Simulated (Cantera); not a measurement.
A closed system holds: 1 mol Fe(CO)₅, 0.062 mol H₂, 90 mol N₂, equilibrated at 370000 Pa.

Points: T (K) = 1025, 1075, 1125, 1175, 1225, 1275, 1325, 1375, 1425, 1475.

Cantera's Mixture.equilibrate('TP', solver="vcs", rtol=1e-11, max_steps=5000) on the NASA tables stopped like this:

```
ERROR: FAILURE its = 5001!

*******************************************************************************
CanteraError thrown by MultiPhase::equilibrate:
VCS solver failed. Return code: -1
*******************************************************************************
```

Task: What got this run through?

Result: One answer among several that fit: The failure is numerical, not chemical. The same input converged with solver="gibbs", rtol=1e-10, max_steps=50000, and the result passed a check of the equilibrium conditions:
```
log10 of partial pressures in bar; condensed amounts in mol
       T/K        N2        CO       CO2        H2     C(gr)     Fe(a)     Fe(c)
      1025     0.546    -0.759    -1.981    -2.636    0.2701         1         0
      1075     0.545    -0.732    -2.330    -2.627    0.1213         1         0
      1125     0.545    -0.720    -2.674    -2.623   0.05513         1         0
      1175     0.545    -0.715    -2.998    -2.621   0.02609         1         0
      1225     0.544    -0.713    -3.299    -2.620    0.0129         0         1
      1275     0.544    -0.712    -3.578    -2.620  0.006536         0         1
      1325     0.544    -0.711    -3.836    -2.620  0.003212         0         1
      1375     0.544    -0.711    -4.075    -2.621  0.001256         0         1
      1425     0.544    -0.711    -4.280    -2.623         0         0         1
      1475     0.544    -0.711    -4.301    -2.622         0         0         1
```

The gas is ideal and each condensed phase is pure. Condensed phases not in the tables: cementite and carbon dissolved in iron.
